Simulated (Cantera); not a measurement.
## CHF3 + Si (fluorocarbon and chlorocarbon gases)

Charge: 1 mol CHF3, 0.2 mol Si, held at 1848 K.

These are equilibrium values from Cantera (NASA tables, ideal gas, pure condensed phases), not measurements of a reactor. Candidate condensed phases: C, C6H6, C7H8, C8H18, Si, SiC; 113 gas species. The tables' values for SiF3 are old estimates; treat these amounts as uncertain. Gases not in the tables: C2F6 and larger saturated fluorocarbons. Equilibrium is a limit: real reactors are often held back by kinetics, nucleation or transport.

| P (Pa) | log p HF | log p F | log p CF4 | log p SiF4 | log p CF2 | log p CF3 | log p CF | log p SiF3 | n C(graphite) |
|---|---|---|---|---|---|---|---|---|---|
| 1 | -5.34 | -5.43 | -7.19 | -6.04 | -6.14 | -8.42 | -8.11 | -9.43 | 0.825 |
| 10 | -4.24 | -4.88 | -5.03 | -4.94 | -5.06 | -6.79 | -7.57 | -8.87 | 0.680 |
| 100 | -3.19 | -4.57 | -3.78 | -3.89 | -4.44 | -5.86 | -7.26 | -8.13 | 0.681 |
| 1000 | -2.18 | -4.31 | -2.72 | -2.88 | -3.91 | -5.06 | -7.00 | -7.39 | 0.692 |
| 10000 | -1.18 | -4.05 | -1.71 | -1.88 | -3.40 | -4.30 | -6.74 | -6.64 | 0.697 |
| 100000 | -0.18 | -3.80 | -0.70 | -0.88 | -2.90 | -3.55 | -6.49 | -5.89 | 0.699 |
log p: log10 of the partial pressure in bar; n: condensed amount in mol.

From 1.00 Pa to 1.00 bar the condensed part is C(graphite). The main Si-bearing gas is SiF4 throughout.
